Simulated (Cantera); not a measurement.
Charge: 1 mol SiH₂Cl₂, 0.47 mol HCl, 3.4 mol N₂, held at 7.50 Torr.

Cantera equilibrium calculation (NASA polynomials, part measured and part estimated; ideal gas, pure solids and liquids). Candidate condensed phases: NH₄Cl, Si, Si₃N₄; 28 gas species. The tables' values for SiCl₃ are old estimates; treat these amounts as uncertain. Rates play no part. All values below are at 1550 K.

Base state: N₂ 0.564, HCl 0.208, H₂ 0.118, SiCl₂ 0.0953, SiCl₃ 0.0105, SiCl₄ 0.00325, SiHCl₃ 0.000226, Cl 0.000152 (mole fractions); condensed: Si₃N₄(s).

What changes in the equilibrium state with this change: pressure from 7.50 Torr to 1 atm?


```csv
species,before,after
N₂,0.564,0.571
HCl,0.208,0.258
H₂,0.118,0.109
SiCl₂,0.0953,0.00727
SiCl₄,0.00325,0.0419
SiCl₃,0.0105,0.0105
H,0.000108,1.03e-5
SiHCl₃,0.000226,0.00217
"Si₃N₄(s), mol",0.131,0.227
```
